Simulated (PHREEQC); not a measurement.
A solution holds 0.012 mol/kgw NaCl, 0.0045 mol/kgw NiSO4, 0.024 mol/kgw (CH3)4NCl and 5.5e-05 mol/kgw Al2(SO4)3, at 25 °C. Closed to the air; pH follows from the charge balance.

Computed with PHREEQC (ion-association model, wateq4f.dat).

```csv
quantity,before,after
pH,4.84,4.64
ionic strength (mol/kgw),0.0515,0.0367
SO4-2 (mol/kgw),0.00391,0.000154
NaSO4- (mol/kgw),0.000106,4.62e-6
AlSO4+ (mol/kgw),5.65e-5,6.46e-6
Al+3 (mol/kgw),3.44e-5,8.08e-5
SI of Boehmite (AlOOH),+0.86,+0.68
SI of Gibbsite (Al(OH)3),+1.34,+1.15
```

### Question
Name the change that produced these shifts.
A) NiSO4 left out
B) diluted 2-fold with water
C) diluted 5-fold with water
D) 0.025 mol/kgw KCl added

### Answer
A, NiSO4 left out

This is a speciation only: nothing precipitates in the calculation. Some of these states are supersaturated (in Basaluminite, Boehmite (slow to form), for instance). (CH3)4N+ isn't in the database: it is added as a free cation with an ion size of 4 Å.
